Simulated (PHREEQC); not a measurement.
H2SO4 is added in steps, without added water, to 1 kg of water holding 0.071 mol/kgw CuSO4, 0.00034 mol/kgw HCl and 0.026 mol/kgw Na2SO4, at 25 °C. Oxygen alone is held at its pressure in air (log pO2 = -0.68). CO2 from the air is kept out. Solids allowed: Cu(OH)2, Brochantite, Antlerite, Atacamite, Halite, Mirabilite, Chalcanthite. Others were left out.

Base run: PHREEQC, ion-association model, wateq4f.dat. Each further column changes one thing. The table gives pH.

```tsv
H2SO4 added (mol)	base	diluted 10-fold with water
0	3.98	___
0.0002	3.67	3.57
0.0005	3.41	3.19
0.0007	3.30	___
0.0009	3.21	___
0.0011	3.13	2.86
0.0014	3.04	2.76
0.0016	2.99	___
```

Task: What belongs in the gaps?

Result: 
- 0, diluted 10-fold with water: 4.60
- 0.0007, diluted 10-fold with water: 3.05
- 0.0009, diluted 10-fold with water: 2.94
- 0.0016, diluted 10-fold with water: 2.70
